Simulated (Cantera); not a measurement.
A Cantera script and what it prints.

```python
import numpy as np
import cantera as ct

gas_names = """
    H2O B2O2 OH
""".split()
cond_names = """
    B(b) B(L)
""".split()


# ... load() reads the species with a 1 bar reference pressure and builds the phases ...
species = {s.name: s for s in load("nasa_gas.yaml", gas_names) + load("nasa_condensed.yaml", cond_names)}
# Each term lists the table entries of one substance; the one whose range holds T is used.
reactions = {
    '2 H2O(g) + B2O2(g) = 2 B + 4 OH(g)':
        [(-2, ['H2O']), (-1, ['B2O2']), (2, ['B(b)', 'B(L)']), (4, ['OH'])],
}


def pick(names, T):
    return next(species[n] for n in names if species[n].thermo.min_temp <= T <= species[n].thermo.max_temp)


results = []
for label, terms in reactions.items():
    print(label)
    print("     T/K   dH/kJ  dS/(J/K)   dG/kJ   log10 K")
    for T in [1125, 1275, 1425, 1575, 1725, 1875, 2025, 2175, 2325, 2475, 2625]:
        used = [(nu, pick(names, T)) for nu, names in terms]
        dH = sum(nu * s.thermo.h(T) for nu, s in used) / 1e6
        dS = sum(nu * s.thermo.s(T) for nu, s in used) / 1e3
        dG = dH - T * dS / 1e3
        logK = -dG * 1e6 / (ct.gas_constant * T * np.log(10))
        results.append((label, T, dH, dS, dG, logK, [s.name for _, s in used]))
        print(f"{T:8g} {dH:8.1f} {dS:8.1f} {dG:8.1f} {logK:8.2f}")
```

Output:

```
2 H2O(g) + B2O2(g) = 2 B + 4 OH(g)
     T/K   dH/kJ  dS/(J/K)   dG/kJ   log10 K
    1125   1109.8    147.9    943.5   -43.80
    1275   1111.5    149.3    921.2   -37.74
    1425   1113.1    150.5    898.7   -32.94
    1575   1114.6    151.5    876.0   -29.05
    1725   1116.1    152.4    853.2   -25.84
    1875   1117.6    153.2    830.3   -23.13
    2025   1119.1    154.0    807.3   -20.82
    2175   1120.6    154.7    784.1   -18.83
    2325   1122.2    155.4    760.9   -17.09
    2475   1224.5    198.9    732.2   -15.45
    2625   1226.3    199.6    702.3   -13.97
```

Source: NASA polynomial tables (part measured, part estimated), evaluated in Cantera. Condensed species are held in their standard states even where they would react or evaporate.
